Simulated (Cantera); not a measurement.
A closed system holds: 1 mol PbO, a varied amount of H2, 49 mol N2, equilibrated at 873.15 K and 0.133 bar.

Cantera equilibrium calculation (NASA polynomials, part measured and part estimated; ideal gas, pure solids and liquids). Candidate condensed phases: H2O, Pb, PbO, PbO2, Pb3O4; 27 gas species. Equilibrium is a limit: real reactors are often held back by kinetics, nucleation or transport.

log p: log10 of the partial pressure in bar; n: condensed amount in mol.

```tsv
n(H2) (mol)	log p N2	log p H2	log p H2O	log p Pb	log p NH3	log p PbO	n Pb(l)	n PbO(yellow)
0.18	-0.88	-7.36	-3.31	-6.19	<-12	-8.62	0.180	?
0.27	-0.88	-7.19	-3.14	-6.19	<-12	-8.62	0.270	?
0.4	-0.88	-7.02	-2.97	-6.19	<-12	-8.62	0.400	?
0.59	-0.88	-6.85	-2.80	-6.19	<-12	-8.62	0.590	?
0.88	-0.88	-6.68	-2.63	-6.19	<-12	-8.62	0.880	?
1.3	-0.89	-3.10	-2.58	-6.19	-7.91	-12.15	1.000	0
1.9	-0.89	-2.63	-2.58	-6.19	-7.21	-12.63	1.000	0
2.9	-0.90	-2.31	-2.59	-6.19	-6.74	<-12	1.000	0
4.3	-0.91	-2.08	-2.60	-6.19	-6.40	<-12	1.000	0
```

Complete the blanks.


- 0.18, n PbO(yellow): 0.820
- 0.27, n PbO(yellow): 0.730
- 0.4, n PbO(yellow): 0.600
- 0.59, n PbO(yellow): 0.410
- 0.88, n PbO(yellow): 0.120
